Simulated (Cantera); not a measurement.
An isothermal, constant-pressure homogeneous reactor starts with CH₄ : H₂O = 1 : 0.48 (molar parts), at 1625 K and 0.661 atm.

Detailed kinetics in Cantera: GRI-Mech 3.0 (53 species, 325 reactions). GRI-Mech 3.0 stops at C3 and has no aromatics, soot or wall deposition, so with more carbon than oxygen in the feed, carbon stays in small species such as C2H2 where larger ones or solid carbon would form.

One state of this run: x CH₄ = 0.0276; x H₂O = 0.000201; x O = <1e-12; x O₂ = <1e-12; x H₂O₂ = <1e-12; x H₂ = 0.728. x: mole fraction; the columns are a selection and need not sum to one.

Q: Which value of t (s) does it belong to?
A) 2.85
B) 0.000215
C) 0.00230
D) 30.5

A: D, 30.5
